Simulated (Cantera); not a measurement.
An isothermal, constant-pressure homogeneous reactor starts with 0.901 % C₂H₆, 99.1 % N₂, at 1500 K and 0.900 Torr.

Computed with Cantera and GRI-Mech 3.0 (53 species, 325 reactions). GRI-Mech 3.0 stops at C3 and has no aromatics, soot or wall deposition, so with more carbon than oxygen in the feed, carbon stays in small species such as C2H2 where larger ones or solid carbon would form. Radical loss at walls, strong at low pressure, is not modelled.

One state of this run: x C₂H₆ = 0.00835; x C₂H₂ = 7.63e-8; x C₂H = 1.01e-12; x CH₄ = 2.52e-5; x H₂ = 5.36e-5; x CH₃ = 0.00110. x: mole fraction; the columns are a selection and need not sum to one.

Q: Which value of t (s) does it belong to?
(A) 3.00
(B) 0.0751
(C) 0.00822
(D) 0.686

A: C, 0.00822
